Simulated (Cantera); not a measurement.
Predominance diagram of Ba at 1275 K against the partial pressures of O₂ and H₂O (log10, bar). Cantera with NASA thermochemical tables; ideal gases at 1 bar, condensed phases pure. Candidates: Ba(l), BaO(s), Ba(OH)₂(l). Only these pure phases compete in this equilibrium. Not in the tables: the peroxide.

```
log p(H₂O) \ log p(O₂)
        columns: -23, -21.5, -20, -18.5, -17, -15.5, -14, -12.5, -11, -9.5, -8, -6.5, -5, -3.5, -2, -0.5, 1
      1  A A A A A A B B B B B B B B B B B
   -0.2  A A A A A C C C C C C C C C C C C
   -1.3  A A A C C C C C C C C C C C C C C
   -2.5  A C C C C C C C C C C C C C C C C
   -3.6  C C C C C C C C C C C C C C C C C
   -4.8  C C C C C C C C C C C C C C C C C
   -5.9  C C C C C C C C C C C C C C C C C
   -7.1  C C C C C C C C C C C C C C C C C
   -8.2  C C C C C C C C C C C C C C C C C
   -9.4  C C C C C C C C C C C C C C C C C
  -10.5  C C C C C C C C C C C C C C C C C
  -11.7  C C C C C C C C C C C C C C C C C
  -12.8  C C C C C C C C C C C C C C C C C
    -14  C C C C C C C C C C C C C C C C C
```

A: out of reach (another gas would pass 10 bar, or a non-metal would condense); B: Ba(OH)₂(l); C: BaO(s).
